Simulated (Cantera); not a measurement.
Mixture: H2 : O2 : N2 = 1 : 0.385 : 1.45 (molar parts), equivalence ratio 1.3, at 100000 Pa, adiabatic and at constant pressure. Ignition delay is the time to a rise of 400 K.

Cantera simulation using the H2/O2 subset of GRI-Mech 3.0, which has no nitrogen chemistry; the numbers are that mechanism's predictions, not measurements. Where the delays flatten at high temperature, the 400 K rule measures the pace of heat release, not the induction time.

### Question
What does this change do: O2 0.385 to 0.58 parts?

### Answer
```json
[
 {"quantity": "delay at 1175 K", "before": "55.4 µs", "after": "42.6 µs"},
 {"quantity": "delay at 1325 K", "before": "27.9 µs", "after": "21.4 µs"},
 {"quantity": "delay at 1475 K", "before": "18.8 µs", "after": "14.1 µs"},
 {"quantity": "delay at 1625 K", "before": "15.7 µs", "after": "11.5 µs"}
]
```

### Question
What does this change do: H2 1 to 0.45 parts?

### Answer
| quantity | before | after |
|---|---|---|
| delay at 1175 K | 55.4 µs | 56.8 µs |
| delay at 1325 K | 27.9 µs | 31.1 µs |
| delay at 1475 K | 18.8 µs | 23.2 µs |
| delay at 1625 K | 15.7 µs | 21.7 µs |
